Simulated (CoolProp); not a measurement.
Hydrogen chloride along the isobar 390 bar: Z from the reference equation and from simpler models built on Tc = 51.5 °C, pc = 83.14 bar, ω = 0.130; each cubic takes its own stable root.

The numbers come from the reference Helmholtz-energy equation of state, Thol 2018 in CoolProp.

```csv
T (°C),phase,reference,van der Waals,Peng-Robinson
18.95,liquid,…,0.9011,0.6021
36.95,liquid,…,0.8747,0.6002
54.95,supercritical,…,0.8534,…
73.05,supercritical,0.5831,0.8368,0.6155
91.05,supercritical,0.5920,0.8246,0.6326
109.15,supercritical,0.6070,0.8162,0.6559
127.15,supercritical,0.6280,0.8115,0.6838
145.15,supercritical,…,0.8102,0.7148
163.25,supercritical,…,0.8120,…
181.25,supercritical,0.7202,0.8165,0.7791
199.25,supercritical,0.7544,…,0.8094
217.35,supercritical,0.7871,0.8322,0.8375
235.35,supercritical,0.8170,0.8423,0.8631
253.45,supercritical,0.8439,0.8535,0.8862
```

Some entries are withheld; supply them.


- 18.95, reference: 0.5887
- 36.95, reference: 0.5818
- 54.95, reference: 0.5798
- 54.95, Peng-Robinson: 0.6046
- 145.15, reference: 0.6548
- 163.25, reference: 0.6863
- 163.25, Peng-Robinson: 0.7472
- 199.25, van der Waals: 0.8234
